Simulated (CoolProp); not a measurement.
Properties of octamethylcyclotetrasiloxane (D4) along the isobar 2.9 bar.

Computed with CoolProp (reference Helmholtz-energy equation of state, Thol 2015).

```json
[
 {"T (°C)": "168.25", "phase": "liquid", "Z": "0.03017", "cv (kJ/(kg K))": "1.696", "speed of sound (m/s)": "485.8", "expansivity (1/kK)": "1.770", "fugacity coefficient": "0.2756"},
 {"T (°C)": "181.75", "phase": "liquid", "Z": "0.03001", "cv (kJ/(kg K))": "1.728", "speed of sound (m/s)": "448.6", "expansivity (1/kK)": "1.894", "fugacity coefficient": "0.3806"},
 {"T (°C)": "195.25", "phase": "liquid", "Z": "0.02993", "cv (kJ/(kg K))": "1.760", "speed of sound (m/s)": "411.3", "expansivity (1/kK)": "2.049", "fugacity coefficient": "0.5110"},
 {"T (°C)": "208.75", "phase": "liquid", "Z": "0.02995", "cv (kJ/(kg K))": "1.792", "speed of sound (m/s)": "373.7", "expansivity (1/kK)": "2.250", "fugacity coefficient": "0.6686"},
 {"T (°C)": "235.65", "phase": "gas", "Z": "0.8526", "cv (kJ/(kg K))": "1.807", "speed of sound (m/s)": "102.3", "expansivity (1/kK)": "3.493", "fugacity coefficient": "0.8717"},
 {"T (°C)": "249.15", "phase": "gas", "Z": "0.8687", "cv (kJ/(kg K))": "1.835", "speed of sound (m/s)": "105.8", "expansivity (1/kK)": "3.184", "fugacity coefficient": "0.8838"},
 {"T (°C)": "262.65", "phase": "gas", "Z": "0.8825", "cv (kJ/(kg K))": "1.862", "speed of sound (m/s)": "108.9", "expansivity (1/kK)": "2.938", "fugacity coefficient": "0.8945"},
 {"T (°C)": "276.05", "phase": "gas", "Z": "0.8943", "cv (kJ/(kg K))": "1.888", "speed of sound (m/s)": "111.8", "expansivity (1/kK)": "2.737", "fugacity coefficient": "0.9039"},
 {"T (°C)": "289.55", "phase": "gas", "Z": "0.9047", "cv (kJ/(kg K))": "1.914", "speed of sound (m/s)": "114.6", "expansivity (1/kK)": "2.567", "fugacity coefficient": "0.9123"}
]
```
